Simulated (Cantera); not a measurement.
Thermodynamics of aluminium nitride and oxide growth, feed Al(CH₃)₃ + H₂O + N₂

Charge: 1 mol Al(CH₃)₃, 16 mol H₂O, 54 mol N₂, at 823 K and 18.0 mbar.

Equilibrium computed with Cantera from the NASA thermochemical tables; the gas is ideal and each condensed phase is pure. Candidate condensed phases: Al, AlN, Al₂O₃, C, C₆H₆, C₇H₈, C₈H₁₈, H₂O; 148 gas species. The feed counts by its element totals alone. Equilibrium is a limit: real reactors are often held back by kinetics, nucleation or transport.

```json
{
  "x(N₂)": "0.697",
  "x(H₂)": "0.145",
  "x(H₂O)": "0.119",
  "x(CO₂)": "0.0290",
  "x(CO)": "0.00973",
  "x(NH₃)": "1.98e-6",
  "n(Al₂O₃(s))": "0.500 mol",
  "gas_amount": "77.50 mol",
  "log10 activity of C(graphite) (absent)": "-2.55",
  "log10 activity of Al(s) (absent)": "-25.61"
}
```
